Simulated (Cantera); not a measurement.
An isothermal plug-flow reactor at 700 K and 760 Torr (inlet), inlet velocity 0.42 m/s, active area per volume 3400 1/m; feed H2 : O2 : N2 = 0.012 : 0.055 : 0.79 (molar parts).

Computed with Cantera and Deutschmann's 1995 Pt surface mechanism with GRI-Mech 3.0 gas chemistry. Catalytic surfaces can have several steady states; this one follows from the mechanism file's or the stated starting coverage. Mass transfer to the wall is taken as infinitely fast.

x: gas mole fraction; θ: surface coverage.

```tsv
z (m)	x H2	x O2	x H2O	θ free Pt	θ O*	θ OH*
4.9e-05	0.00221	0.0586	0.0119	0.0682	0.926	0.00559
0.0001	0.00115	0.0581	0.0129	0.0372	0.958	0.00430
0.00023	[?]	0.0578	0.0136	[?]	0.978	[?]
0.00049	0.000173	0.0577	0.0139	0.0127	0.985	0.00260
0.001	[?]	0.0576	0.0141	0.0104	0.987	0.00237
0.0023	1.32e-6	0.0576	0.0141	0.00986	0.988	0.00230
0.0049	1.70e-9	0.0576	0.0141	0.00984	0.988	0.00230
```

### Question
Complete the blanks.

### Answer

- 0.00023, x H2: 0.000480
- 0.00023, θ free Pt: 0.0193
- 0.00023, θ OH*: 0.00317
- 0.001, x H2: 3.90e-5
